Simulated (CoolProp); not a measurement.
Properties of o-xylene along the isotherm 620 K.

Model: reference Helmholtz-energy equation of state, Zhou 2012, in CoolProp.

| p (MPa) | phase | density (kg/m³) | Joule-Thomson coefficient (K/MPa) | isothermal compressibility (1/MPa) | viscosity (µPa s) | fugacity coefficient |
|---|---|---|---|---|---|---|
| 3.74 | liquid | 455.1 | 3.555 | 0.1243 | 52.7 | 0.5973 |
| 7.47 | liquid | 537.5 | 0.7491 | 0.02151 | 79.1 | 0.3481 |
| 11.2 | liquid | 570.5 | 0.3348 | 0.01221 | 93.0 | 0.2666 |
| 14.9 | liquid | 592.4 | 0.1529 | 0.008650 | 104 | 0.2285 |
| 18.7 | liquid | 609.8 | 0.04505 | 0.006700 | 113 | 0.2073 |
| 22.4 | liquid | 623.6 | -0.02409 | 0.005516 | 121 | 0.1959 |
| 26.2 | liquid | 635.8 | -0.07475 | 0.004680 | 128 | 0.1896 |
| 29.9 | liquid | 646.1 | -0.1118 | 0.004087 | 135 | 0.1871 |
| 33.6 | liquid | 655.4 | -0.1409 | 0.003631 | 141 | 0.1872 |
| 37.4 | liquid | 664.0 | -0.1649 | 0.003262 | 148 | 0.1893 |

Viscosity comes from a separate model (Cao 2016).
